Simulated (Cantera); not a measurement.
An isothermal, constant-pressure homogeneous reactor starts with 8.84 % H₂, 91.2 % O₂, equivalence ratio 0.049, at 1225 K and 10.00 Torr.

Detailed kinetics in Cantera: the H2/O2 subset of GRI-Mech 3.0, which has no nitrogen chemistry. Radical loss at walls, strong at low pressure, is not modelled. The temperature is held fixed by assumption; the heat of reaction is taken as removed at once.

x: mole fraction; the columns are a selection and need not sum to one.

| t (s) | x H₂ | x O₂ | x HO₂ | x H | x O |
|---|---|---|---|---|---|
| 2.00e-5 | 0.0884 | 0.912 | 2.35e-9 | 1.96e-9 | 4.80e-10 |
| 5.79e-5 | 0.0884 | 0.912 | ___ | ___ | ___ |
| 0.000168 | 0.0884 | 0.912 | 1.98e-8 | 2.29e-8 | 2.64e-8 |
| 0.000486 | 0.0884 | 0.912 | 6.06e-8 | 7.46e-7 | 1.00e-6 |
| 0.00141 | 0.0624 | 0.894 | 3.61e-6 | 0.00834 | 0.0105 |
| 0.00408 | 0.00220 | 0.852 | 4.88e-6 | 0.0175 | 0.0471 |
| 0.0118 | 0.00170 | 0.867 | 4.77e-6 | 0.0113 | 0.0349 |
| 0.0343 | 0.000826 | 0.889 | 4.08e-6 | 0.00357 | 0.0161 |
| 0.0993 | 0.000187 | 0.903 | 2.28e-6 | 0.000372 | 0.00356 |
| 0.288 | 2.68e-5 | 0.907 | 6.94e-7 | 2.01e-5 | 0.000509 |
| 0.834 | 4.07e-6 | 0.907 | 1.56e-7 | 1.20e-6 | 7.78e-5 |
| 2.42 | ___ | 0.907 | ___ | ___ | ___ |
| 7.00 | 1.91e-7 | 0.907 | 1.47e-8 | 1.25e-8 | 3.70e-6 |

Question: What belongs in the gaps?

Answer: 
- 5.79e-5, x HO₂: 6.82e-9
- 5.79e-5, x H: 5.16e-9
- 5.79e-5, x O: 3.28e-9
- 2.42, x H₂: 7.89e-7
- 2.42, x HO₂: 3.86e-8
- 2.42, x H: 1.04e-7
- 2.42, x O: 1.52e-5
